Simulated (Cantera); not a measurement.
# Premixed flame

A freely propagating, adiabatic, planar premixed flame of CH₄ : CO : O₂ : N₂ = 1 : 0.08 : 1.46 : 5.48 (molar parts), equivalence ratio 1.4, unburnt at 398 K and 113 Torr; mixture-averaged transport, grid criteria slope 0.08 and curve 0.16, no radiation.

Detailed kinetics in Cantera: GRI-Mech 3.0 (53 species, 325 reactions). Burning velocities carry a grid error of a few per cent, more on coarse grids.

| z (mm) | T (K) | u (m/s) | x CH₄ | x CO | x O₂ | x H₂ | x HCN | x NO |
|---|---|---|---|---|---|---|---|---|
| -7.90 | 398 | 0.576 | 0.124 | 0.00996 | 0.182 | 0.00205 | <1e-8 | <1e-8 |
| -5.27 | 400 | 0.581 | 0.124 | 0.00994 | 0.181 | 0.00648 | <1e-8 | <1e-8 |
| -3.95 | 410 | 0.600 | 0.122 | 0.0101 | 0.179 | 0.0128 | 1.57e-8 | 2.36e-8 |
| -2.63 | 509 | 0.754 | 0.114 | 0.0125 | 0.172 | 0.0261 | 3.47e-7 | 3.79e-7 |
| -1.32 | 993 | 1.51 | 0.0770 | 0.0322 | 0.130 | 0.0460 | 4.29e-6 | 3.64e-6 |
| -0.658 | 1390 | 2.15 | 0.0421 | 0.0554 | 0.0864 | 0.0554 | 1.02e-5 | 7.73e-6 |
| 0 | 1732 | 2.71 | 0.0121 | 0.0790 | 0.0403 | 0.0600 | 2.03e-5 | 1.46e-5 |
| 0.658 | 1896 | 2.97 | 0.00167 | 0.0872 | 0.0139 | 0.0582 | 2.86e-5 | 2.53e-5 |
| 1.32 | 1942 | 3.04 | 0.000167 | 0.0848 | 0.00447 | 0.0561 | 2.62e-5 | 3.67e-5 |
| 2.63 | 1959 | 3.06 | 2.22e-6 | 0.0789 | 0.000910 | 0.0563 | 1.50e-5 | 5.13e-5 |
| 5.27 | 1966 | 3.06 | <1e-8 | 0.0758 | 0.000528 | 0.0575 | 4.72e-6 | 6.22e-5 |
| 10.5 | 1975 | 3.07 | <1e-8 | 0.0755 | 0.000452 | 0.0578 | 6.58e-7 | 6.68e-5 |
| 21.1 | 1987 | 3.09 | <1e-8 | 0.0758 | 0.000353 | 0.0579 | 3.49e-8 | 6.84e-5 |
x: mole fraction of selected species; z is measured from the peak of heat release.

```yaml
laminar_burning_velocity: 57.5 cm/s
thermal_thickness: 2.63 mm
peak x(H₂): 0.0600
peak x(HCN): 2.89e-5
grid_points: 161
```
